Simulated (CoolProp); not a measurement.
Saturation properties of CF4 (R14).

Computed with CoolProp (reference Helmholtz-energy equation of state, Platzer 1990). This equation is an older, rougher fit; its heat capacities, sound speeds and derivatives of the liquid may be far off and weren't checked against measurements.

```csv
T (°C),p (kPa),liquid density (kg/m³),vapour Z,liquid viscosity (µPa s),liquid conductivity (mW/(m K))
-122.15,150.7,1571,0.9528,210,91.1
-112.75,265.2,1518,0.9280,180,84.0
-103.25,438.4,1462,0.8955,155,77.0
-93.85,681.5,1401,0.8554,134,70.0
-84.35,1017,1334,0.8058,117,62.9
-74.95,1455,1259,0.7459,101,55.9
-65.45,2026,1168,0.6705,85.4,48.7
-55.95,2753,1047,0.5695,69.2,41.7
```

It boils at -128.0 °C under 1 atm.

Viscosity comes from a separate model (Huber 2003), an estimate that may be off by 10 % or more. Thermal conductivity comes from a separate model (Huber 2003), an estimate that may be off by 10 % or more.
